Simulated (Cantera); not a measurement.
Cantera run:

```python
import numpy as np
import cantera as ct

gas_names = [...]  # 109 gases of nasa_gas.yaml made of C, Cl, H, Si
cond_names = """
    C(gr) C6H6(L) C7H8(L) C8H18(L),n-octa Si(cr) Si(L) SiC(b)
""".split()


# ... load() reads the species with a 1 bar reference pressure and builds the phases ...
atoms = {
    'Si(CH3)4': {'Si': 1, 'C': 4, 'H': 12},
    'HCl': {'H': 1, 'CL': 1},
    'H2': {'H': 2},
}
top_T = {'C(gr)': 4500, 'SiC(b)': 3050}  # K; cautious upper limits of use, not melting points


# ... equilibrate(T, P, feed) seeds the gas with the atoms and calls Mixture.equilibrate('TP', solver="vcs", rtol=1e-11, max_steps=5000) ...
results = []
feed = {'Si(CH3)4': 1, 'HCl': 0.027, 'H2': 1.2}  # mol
T = 2048  # K
P = 290  # Pa
mix = equilibrate(T, P, feed)
results.append((T, P, feed, dict(zip(mix.species_names, mix.species_moles))))
x = sorted(zip(gas.X, gas.species_names), reverse=True)
print(f"T = {T:g} K  P = {P:g} Pa  gas = {mix.phase_moles(0):.4g} mol")
print("   x: " + "  ".join(f"{s} {v:.3e}" for v, s in x if v > 1e-06))
print("   condensed (mol): " + ("  ".join(f"{mix.phase(i).name} {mix.phase_moles(i):.4g}"
      for i in range(1, mix.n_phases) if mix.phase_moles(i) > 1e-12) or "none"))
```

Result:

```
T = 2048 K  P = 290 Pa  gas = 7.391 mol
   x: H2 9.528e-01  H 4.059e-02  HCL 3.530e-03  Si 1.699e-03  C2H2,acetylene 9.989e-04  CL 1.113e-04  SiC2 8.749e-05  Si2C 5.675e-05  SiH 5.428e-05  SiH2 8.612e-06  SiCL 7.847e-06  SiCL2 1.933e-06  Si2 1.286e-06
   condensed (mol): C(gr) 2.998  SiC(b) 0.9854
```

Cantera equilibrium calculation (NASA polynomials, part measured and part estimated; ideal gas, pure solids and liquids).
